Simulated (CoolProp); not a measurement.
A single-stage vapour-compression cycle with CH3F (R41): evaporating at 251.15 K (dew point), condensing at 296.15 K (bubble point), superheat 10 K, subcooling 5 K, compressor efficiency 0.7, no pressure losses. Each further row changes one setting.

Model: reference Helmholtz-energy equation of state, Lemmon 2006, in CoolProp. It is a short technical equation, of lower accuracy than the large ones.

```
case                              cooling COP  pressure ratio  discharge temperature (K)  refrigerating effect (kJ/kg)  volumetric capacity (kJ/m³)
--------------------------------  -----------  --------------  -------------------------  ----------------------------  ---------------------------
as stated                                2.83            3.42                      367.7                           304                         6020
evaporating temperature 256.15 K         3.32            2.92                      358.7                           305                         7070
condensing temperature 291.15 K          3.33            3.03                      356.3                           318                         6310
subcooling 10 K                          2.97            3.42                      367.7                           319                         6320
superheat 20 K                           2.79            3.42                      381.9                           319                         5930
compressor efficiency 0.6                2.43            3.42                      379.0                           304                         6020
```
